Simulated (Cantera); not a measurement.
Charge: 1 mol BN, 0.82 mol NF3, 24 mol H2O, at 10000 Pa.

Method: chemical equilibrium by Gibbs-energy minimisation in Cantera with the NASA 1993 tables (ideal gas, pure condensed phases). Candidate condensed phases: B, BN, B2O3, B3O3H3, H2O; 62 gas species. Gases not in the tables: H3BO3. Rates play no part. All values below are at 1025 K.

Base state: H2O 0.859, HF 0.0862, N2 0.0350, H2 0.0104, (HBO2)3 0.00620, BF3 0.00247, B3O3F3 0.000271, HBO2 0.000128 (mole fractions); condensed: B2O3(l).

**Question.** What changes in the equilibrium state with this change: NF3 from 0.82 to 15 mol?

**Answer.** 
```
species         before    after
------------  --------  -------
HF              0.0862    0.651
O2               <1e-9    0.163
N2              0.0350    0.124
H2O              0.859   0.0465
H2              0.0104    <1e-9
BF3            0.00247   0.0155
(HBO2)3        0.00620    <1e-9
B3O3F3        0.000271    <1e-9
HBO2          0.000128  5.46e-9
NO               <1e-9  1.43e-5
B2O3(l), mol     0.213        0
```
